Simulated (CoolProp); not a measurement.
A closed Brayton cycle with nitrogen: compressor inlet 318.15 K and 2.7 MPa, high pressure 8.63 MPa, turbine inlet 815 K, compressor efficiency 0.85, turbine efficiency 0.9, recuperator effectiveness 0.8 (on enthalpy, no pinch check). Each further row changes one setting.

Values from CoolProp's reference Helmholtz-energy equation of state, Span 2000.

```csv
case,thermal efficiency (%),net work (kJ/kg),compressor to turbine work,compressor exit (K),turbine exit (K)
as stated,25.7,66.1,0.70,466.5,617.3
turbine inlet 765 K,22.3,52.3,0.75,466.5,577.8
compressor inlet 328.15 K,24.1,61.1,0.72,480.9,617.3
high pressure 7.34 MPa,26.7,64.2,0.67,442.8,641.8
recuperator effectiveness 0.5,21.6,66.1,0.70,466.5,617.3
```
